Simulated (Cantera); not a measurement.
Input: 1 mol Ca(OH)2, 4.5 mol H2, held at 1425 °C and 47.0 Pa.

Equilibrium computed with Cantera from the NASA thermochemical tables; the gas is ideal and each condensed phase is pure. Candidate condensed phases: Ca, CaO, Ca(OH)2, H2O; 14 gas species. Rates play no part.

Base state: H2 0.813, H2O 0.181, H 0.00602, OH 6.90e-5 (mole fractions); condensed: CaO(s).

Question: What changes in the equilibrium state with this change: Ca(OH)2 replaced by MgSO4?

Answer: 
```csv
species,before,after
H2,0.813,0.437
H2O,0.181,0.412
SO2,0,0.0686
S2,0,0.0445
SO,0,0.0218
Mg,0,0.000207
SH,0,0.00452
H2S,0,0.00311
S,0,0.00302
"CaO(s), mol",1.000,0
"MgO(s), mol",0,0.999
```
Further candidate phases: H2SO4, Mg, MgO, Mg(OH)2, MgS, MgSO4, S.

Question: What changes in the equilibrium state with this change: pressure from 47.0 Pa to 2.40 mbar?

Answer: 
```tsv
species	before	after
H2	0.813	0.816
H2O	0.181	0.182
H	0.00602	0.00267
OH	6.90e-5	3.06e-5
CaO(s), mol	1.000	1.000
```

Question: What changes in the equilibrium state with this change: temperature from 1425 °C to 800 °C?

Answer: 
```
species       before    after
-----------  -------  -------
H2             0.813    0.818
H2O            0.181    0.182
H            0.00602  5.84e-7
OH           6.90e-5    <1e-9
CaO(s), mol    1.000     1.00
```
